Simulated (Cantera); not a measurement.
An isothermal, constant-pressure homogeneous reactor starts with CH₄ : N₂ = 1 : 2.5 (molar parts), at 1500 K and 15.8 Torr. Integrator tolerance rtol = 1e-08.

Model: GRI-Mech 3.0 (53 species, 325 reactions), integrated in Cantera. GRI-Mech 3.0 stops at C3 and has no aromatics, soot or wall deposition, so with more carbon than oxygen in the feed, carbon stays in small species such as C2H2 where larger ones or solid carbon would form. Radical loss at walls, strong at low pressure, is not modelled.

What does this change do: CH4 1 to 1.3 parts?


| quantity | before | after |
|---|---|---|
| x(CH₄) at 200 s | 0.00214 (gas-phase equilibrium 0.000871) | 0.00250 (gas-phase equilibrium 0.00118) |
| x(C₂H) at 200 s | 4.37e-8 (gas-phase equilibrium 2.61e-8) | 4.69e-8 (gas-phase equilibrium 2.99e-8) |
| x(C₂H₆) at 200 s | 2.94e-8 (gas-phase equilibrium 7.75e-9) | 3.70e-8 (gas-phase equilibrium 1.25e-8) |
| x(CH₂) at 200 s | 1.59e-9 (gas-phase equilibrium 6.57e-10) | 1.63e-9 (gas-phase equilibrium 7.79e-10) |
| x(C₂H₄) at 200 s | 0.000216 (gas-phase equilibrium 0.000129) | 0.000284 (gas-phase equilibrium 0.000181) |

What does this change do: N2 2.5 to 0.47 parts?


| quantity | before | after |
|---|---|---|
| x(CH₄) at 200 s | 0.00214 (gas-phase equilibrium 0.000871) | 0.00458 (gas-phase equilibrium 0.00336) |
| x(C₂H) at 200 s | 4.37e-8 (gas-phase equilibrium 2.61e-8) | 5.92e-8 (gas-phase equilibrium 4.80e-8) |
| x(C₂H₆) at 200 s | 2.94e-8 (gas-phase equilibrium 7.75e-9) | 9.67e-8 (gas-phase equilibrium 6.34e-8) |
| x(CH₂) at 200 s | 1.59e-9 (gas-phase equilibrium 6.57e-10) | 1.89e-9 (gas-phase equilibrium 1.39e-9) |
| x(C₂H₄) at 200 s | 0.000216 (gas-phase equilibrium 0.000129) | 0.000716 (gas-phase equilibrium 0.000580) |
